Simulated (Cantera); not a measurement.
# Equilibrium for carbon deposition, reforming and gasification: CO + CO2

Charge: 1 mol CO, 5 mol CO2, equilibrated at 9.90 mbar.

These are equilibrium values from Cantera (NASA tables, ideal gas, pure condensed phases), not measurements of a reactor. Candidate condensed phases: C; 12 gas species. Kinetics and transport are ignored.

At 700 K the condensed part is C(graphite). From 850 K to 2650 K nothing is condensed. The main C-bearing gas is CO2 at 700 K and CO at 2650 K.

```json
[
 {"T (K)": "700", "x CO2": "0.854", "x CO": "0.146", "x O2": "<1e-12", "x O": "<1e-12", "x O3": "<1e-12", "n C(graphite)": "0.0661"},
 {"T (K)": "850", "x CO2": "0.833", "x CO": "0.167", "x O2": "<1e-12", "x O": "<1e-12", "x O3": "<1e-12", "n C(graphite)": "0"},
 {"T (K)": "1000", "x CO2": "0.833", "x CO": "0.167", "x O2": "<1e-12", "x O": "<1e-12", "x O3": "<1e-12", "n C(graphite)": "0"},
 {"T (K)": "1150", "x CO2": "0.833", "x CO": "0.167", "x O2": "<1e-12", "x O": "<1e-12", "x O3": "<1e-12", "n C(graphite)": "0"},
 {"T (K)": "1300", "x CO2": "0.833", "x CO": "0.167", "x O2": "5.91e-11", "x O": "1.37e-11", "x O3": "<1e-12", "n C(graphite)": "0"},
 {"T (K)": "1450", "x CO2": "0.833", "x CO": "0.167", "x O2": "1.28e-8", "x O": "2.29e-9", "x O3": "<1e-12", "n C(graphite)": "0"},
 {"T (K)": "1600", "x CO2": "0.833", "x CO": "0.167", "x O2": "1.00e-6", "x O": "1.46e-7", "x O3": "<1e-12", "n C(graphite)": "0"},
 {"T (K)": "1750", "x CO2": "0.833", "x CO": "0.167", "x O2": "3.68e-5", "x O": "4.56e-6", "x O3": "<1e-12", "n C(graphite)": "0"},
 {"T (K)": "1900", "x CO2": "0.831", "x CO": "0.168", "x O2": "0.000742", "x O": "8.17e-5", "x O3": "<1e-12", "n C(graphite)": "0"},
 {"T (K)": "2050", "x CO2": "0.809", "x CO": "0.182", "x O2": "0.00790", "x O": "0.000869", "x O3": "5.04e-12", "n C(graphite)": "0"},
 {"T (K)": "2200", "x CO2": "0.725", "x CO": "0.235", "x O2": "0.0349", "x O": "0.00508", "x O3": "8.52e-11", "n C(graphite)": "0"},
 {"T (K)": "2350", "x CO2": "0.576", "x CO": "0.326", "x O2": "0.0787", "x O": "0.0186", "x O3": "4.90e-10", "n C(graphite)": "0"},
 {"T (K)": "2500", "x CO2": "0.401", "x CO": "0.429", "x O2": "0.120", "x O": "0.0505", "x O3": "1.49e-9", "n C(graphite)": "0"},
 {"T (K)": "2650", "x CO2": "0.242", "x CO": "0.511", "x O2": "0.138", "x O": "0.109", "x O3": "2.82e-9", "n C(graphite)": "0"}
]
```
x: gas mole fraction; n: condensed amount in mol.
